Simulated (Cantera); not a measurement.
# Iron carbonyl, mercury and lead vapours: PbO + O2 + H2

Feed: 1 mol PbO, 1.4 mol O2, 1.5 mol H2, at 2.00 bar.

Equilibrium computed with Cantera from the NASA thermochemical tables; the gas is ideal and each condensed phase is pure. Candidate condensed phases: H2O, Pb, PbO, PbO2, Pb3O4; 12 gas species. Gases not in the tables: (PbO)n polymers. Equilibrium is a limit: real reactors are often held back by kinetics, nucleation or transport.

From 923 K to 1123 K the condensed part is PbO(yellow). From 1173 K to 1523 K the condensed part is PbO(l).

```tsv
T (K)	log p H2O	log p O2	log p PbO	log p OH	log p Pb	n PbO(yellow)	n PbO(l)
923	0.14	-0.22	-7.72	-6.96	<-11	1.00	0
973	0.14	-0.22	-6.92	-6.49	-11.49	1.00	0
1023	0.14	-0.22	-6.19	-6.06	-10.44	1.000	0
1073	0.14	-0.22	-5.54	-5.67	-9.48	1.000	0
1123	0.14	-0.22	-4.94	-5.32	-8.61	1.000	0
1173	0.14	-0.22	-4.41	-5.00	-7.84	0	1.000
1223	0.14	-0.22	-3.96	-4.70	-7.16	0	1.000
1273	0.14	-0.22	-3.55	-4.43	-6.53	0	1.000
1323	0.14	-0.22	-3.18	-4.18	-5.96	0	0.999
1373	0.14	-0.22	-2.83	-3.94	-5.43	0	0.998
1423	0.14	-0.22	-2.51	-3.73	-4.94	0	0.997
1473	0.14	-0.22	-2.21	-3.52	-4.48	0	0.993
1523	0.14	-0.22	-1.93	-3.34	-4.06	0	0.987
```
log p: log10 of the partial pressure in bar; n: condensed amount in mol.
